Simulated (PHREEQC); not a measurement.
Solution (25 °C): 0.27 mol/kgw HF, 0.049 mol/kgw (NH4)2SiF6 and 0.011 mol/kgw H3PO4. Closed to the air; pH follows from the charge balance.

All values are PHREEQC results (ion-association model, wateq4f.dat), not measurements.

* **pH**: 1.83
* **ionic strength**: 0.166 mol/kgw
* **activity of water**: 0.993
* **total alkalinity**: -477 meq/kg

```json
[
 {"species": "HF", "molality": "0.142", "activity": "0.147", "log γ": "0.017"},
 {"species": "NH4+", "molality": "0.0980", "activity": "0.0740", "log γ": "-0.122"},
 {"species": "H2F2", "molality": "0.0544", "activity": "0.0565", "log γ": "0.017"},
 {"species": "SiF6-2", "molality": "0.0490", "activity": "0.0156", "log γ": "-0.498"},
 {"species": "H+", "molality": "0.0185", "activity": "0.0149", "log γ": "-0.094"},
 {"species": "F-", "molality": "0.00912", "activity": "0.00659", "log γ": "-0.141"},
 {"species": "H3PO4", "molality": "0.00677", "activity": "0.00703", "log γ": "0.017"},
 {"species": "HF2-", "molality": "0.00516", "activity": "0.00372", "log γ": "-0.141"},
 {"species": "H2PO4-", "molality": "0.00423", "activity": "0.00320", "log γ": "-0.121"},
 {"species": "HPO4-2", "molality": "4.20e-8", "activity": "1.34e-8", "log γ": "-0.498"},
 {"species": "NH3", "molality": "2.83e-9", "activity": "2.83e-9", "log γ": "0.000"}
]
```

Precipitation was switched off in this run. Species that the database lacks are ignored. wateq4f.dat counts part of the HF as a dimer, H2F2, which phreeqc.dat doesn't know; its constant is uncertain. H3PO4, which wateq4f.dat lacks, is added to it with the constant of phreeqc.dat. SiF6-2 is the database's only silicon fluoride.
